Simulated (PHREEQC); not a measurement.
Solution (25 °C): 0.018 mol/kgw NH4HF2, 0.00085 mol/kgw H2SiF6 and 0.066 mol/kgw H2SO4. Closed to the air; pH follows from the charge balance.

Model: ion-association model, phreeqc.dat, run in PHREEQC.

Each row changes one thing in this solution. No solid was allowed to form.

| case | pH | ionic strength (mol/kgw) | HSO4- (mol/kgw) | HF (mol/kgw) | SO4-2 (mol/kgw) | F- (mol/kgw) | SI of Quartz (SiO2) |
|---|---|---|---|---|---|---|---|
| as made | 1.24 | 0.105 | 0.0468 | 0.0353 | 0.0179 | 0.000556 | -4.48 |
| NH4HF2 left out | 1.17 | 0.0983 | 0.0502 | 0.00387 | 0.0158 | 5.09e-5 | +0.81 |
| temperature from 25 to 15 °C | 1.23 | 0.110 | 0.0444 | 0.0352 | (withheld) | 0.000638 | -5.17 |
| H2SO4 from 0.066 to 0.66 mol/kgw | (withheld) | 0.767 | 0.606 | (withheld) | 0.0523 | 9.10e-5 | -3.32 |
| H2SiF6 from 0.00085 to 0.000935 mol/kgw | 1.24 | 0.105 | 0.0468 | 0.0353 | 0.0178 | 0.000555 | -4.44 |

**Question.** Some entries are withheld; supply them.

**Answer.** 
- temperature from 25 to 15 °C, SO4-2 (mol/kgw): 0.0201
- H2SO4 from 0.066 to 0.66 mol/kgw, pH: 0.28
- H2SO4 from 0.066 to 0.66 mol/kgw, HF (mol/kgw): 0.0359

The ionic strength passes 0.7 mol/kgw, the rough limit of the ion-association models, in H2SO4 from 0.066 to 0.66 mol/kgw. Some of these states are supersaturated (in Quartz (slow to form), Chalcedony (slow to form), for instance). SiF6-2 is the database's only silicon fluoride.
